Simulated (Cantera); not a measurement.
Input: 1 mol Si3N4, 0.44 mol Si, 0.13 mol H2, equilibrated at 1.30 bar.

Equilibrium computed with Cantera from the NASA thermochemical tables; the gas is ideal and each condensed phase is pure. Candidate condensed phases: Si, Si3N4; 18 gas species. Mutual solubility and eutectic melting of coexisting phases are not modelled. Gases not in the tables: Si2H6 and higher silanes. Equilibrium is a limit: real reactors are often held back by kinetics, nucleation or transport.

log p: log10 of the partial pressure in bar; n: condensed amount in mol.

```csv
T (K),log p H2,log p N2,log p H,log p SiH2,n Si(s),n Si3N4(s),n Si(l)
1573,0.11,?,-4.33,-5.32,0.440,1.000,0
1598,0.11,?,-4.22,-5.20,0.440,1.000,0
1623,0.11,?,-4.10,-5.08,0.440,1.000,0
1648,0.11,?,-3.99,-4.96,0.440,1.000,0
1673,0.11,?,-3.89,-4.84,0.440,1.000,0
1698,0.11,?,-3.78,-4.74,0,1.000,0.440
1723,0.11,?,-3.68,-4.66,0,1.000,0.440
1748,0.11,?,-3.58,-4.58,0,1.000,0.441
```

Task: What belongs in the gaps?

Result: 
- 1573, log p N2: -3.73
- 1598, log p N2: -3.54
- 1623, log p N2: -3.35
- 1648, log p N2: -3.18
- 1673, log p N2: -3.00
- 1698, log p N2: -2.82
- 1723, log p N2: -2.63
- 1748, log p N2: -2.44
